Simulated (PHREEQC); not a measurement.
Dissolve 3.6 mmol/kgw CuSO4, 150 mmol/kgw H2SO4 and 91 mmol/kgw FeCl3 at 30 °C. Closed to the air; pH follows from the charge balance.

The numbers come from PHREEQC with the ion-association model, phreeqc.dat.

Each row changes one thing in this solution. This is a speciation only: nothing precipitates in the calculation.

```json
[
 {"case": "as made", "pH": "0.82", "ionic strength (mol/kgw)": "0.436", "Cl- (mol/kgw)": "0.251", "HSO4- (mol/kgw)": "0.0704", "FeSO4+ (mol/kgw)": "0.0322", "FeHSO4+2 (mol/kgw)": "0.0319", "SI of Goethite (FeOOH)": "+0.39", "SI of Hematite (Fe2O3)": "+2.81"},
 {"case": "FeCl3 from 0.091 to 0.0455 mol/kgw", "pH": "0.83", "ionic strength (mol/kgw)": "0.313", "Cl- (mol/kgw)": "0.132", "HSO4- (mol/kgw)": "0.0940", "FeSO4+ (mol/kgw)": "0.0191", "FeHSO4+2 (mol/kgw)": "0.0186", "SI of Goethite (FeOOH)": "+0.08", "SI of Hematite (Fe2O3)": "+2.20"},
 {"case": "H2SO4 from 0.15 to 0.135 mol/kgw", "pH": "0.86", "ionic strength (mol/kgw)": "0.419", "Cl- (mol/kgw)": "0.249", "HSO4- (mol/kgw)": "0.0592", "FeSO4+ (mol/kgw)": "0.0324", "FeHSO4+2 (mol/kgw)": "0.0297", "SI of Goethite (FeOOH)": "+0.54", "SI of Hematite (Fe2O3)": "+3.12"},
 {"case": "diluted 2-fold with water", "pH": "1.07", "ionic strength (mol/kgw)": "0.221", "Cl- (mol/kgw)": "0.129", "HSO4- (mol/kgw)": "0.0316", "FeSO4+ (mol/kgw)": "0.0216", "FeHSO4+2 (mol/kgw)": "0.0119", "SI of Goethite (FeOOH)": "+1.09", "SI of Hematite (Fe2O3)": "+4.22"},
 {"case": "temperature from 30 to 20 °C", "pH": "0.81", "ionic strength (mol/kgw)": "0.439", "Cl- (mol/kgw)": "0.253", "HSO4- (mol/kgw)": "0.0661", "FeSO4+ (mol/kgw)": "0.0330", "FeHSO4+2 (mol/kgw)": "0.0329", "SI of Goethite (FeOOH)": "+0.05", "SI of Hematite (Fe2O3)": "+2.09"},
 {"case": "temperature from 30 to 10 °C", "pH": "0.80", "ionic strength (mol/kgw)": "0.444", "Cl- (mol/kgw)": "0.255", "HSO4- (mol/kgw)": "0.0624", "FeSO4+ (mol/kgw)": "0.0330", "FeHSO4+2 (mol/kgw)": "0.0342", "SI of Goethite (FeOOH)": "-0.30", "SI of Hematite (Fe2O3)": "+1.34"},
 {"case": "0.0038 mol/kgw ZnBr2 added", "pH": "0.82", "ionic strength (mol/kgw)": "0.445", "Cl- (mol/kgw)": "[?]", "HSO4- (mol/kgw)": "0.0700", "FeSO4+ (mol/kgw)": "0.0322", "FeHSO4+2 (mol/kgw)": "0.0319", "SI of Goethite (FeOOH)": "+0.39", "SI of Hematite (Fe2O3)": "+2.81"},
 {"case": "CuSO4 left out", "pH": "0.81", "ionic strength (mol/kgw)": "0.430", "Cl- (mol/kgw)": "0.251", "HSO4- (mol/kgw)": "[?]", "FeSO4+ (mol/kgw)": "0.0318", "FeHSO4+2 (mol/kgw)": "0.0319", "SI of Goethite (FeOOH)": "+0.38", "SI of Hematite (Fe2O3)": "+2.80"}
]
```

Q: Some entries are withheld; supply them.

A: 
- 0.0038 mol/kgw ZnBr2 added, Cl- (mol/kgw): 0.250
- CuSO4 left out, HSO4- (mol/kgw): 0.0685

Species that the database lacks are ignored. Some of these states are supersaturated (in Hematite (slow to form), Goethite (slow to form), for instance). Constants without temperature data keep their 25 °C values here.
